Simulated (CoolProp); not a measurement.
Values from CoolProp's reference Helmholtz-energy equation of state, Gao 2022.

Question: Give the vapour pressure (bar), liquid density (kg/m³), enthalpy of vaporisation (kJ/kg) of saturated n-perfluorohexane at -27.45 °C.

Answer: 
| T (°C) | p (bar) | liquid density (kg/m³) | enthalpy of vaporisation (kJ/kg) |
|---|---|---|---|
| -27.45 | 0.0155 | 1820 | 106 |
